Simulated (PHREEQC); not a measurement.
Consider water at 15 °C with 0.033 mol/kgw Fe(NO3)3, 0.0013 mol/kgw HF and 0.034 mol/kgw CsF. Closed to the air; pH follows from the charge balance.

Computed with PHREEQC (ion-association model, wateq4f.dat).

The pH is 2.53 and the ionic strength comes out as 0.132 mol/kgw. The total alkalinity is -67.3 meq/kg.

```csv
species,molality,activity,log γ
NO3-,0.0990,0.0727,-0.134
Cs+,0.0340,0.0262,-0.114
FeF+2,0.0223,0.00780,-0.457
FeF2+,0.00625,0.00480,-0.114
H+,0.00359,0.00293,-0.088
Fe+3,0.00204,0.000329,-0.793
FeOH+2,0.00113,0.000394,-0.457
Fe2(OH)2+4,0.000424,6.41e-6,-1.821
FeF3,0.000125,0.000129,0.013
Fe3(OH)4+5,7.31e-5,1.04e-7,-2.845
HF,6.25e-5,6.44e-5,0.013
Fe(OH)2+,3.88e-5,3.00e-5,-0.111
F-,2.35e-5,1.75e-5,-0.129
```

No solid was allowed to form. Examples of supersaturated solids here: Hematite (slow to form), Goethite (slow to form). Others may be too. Fluoro complexes past AlF4- and FeF3 are missing from the database.
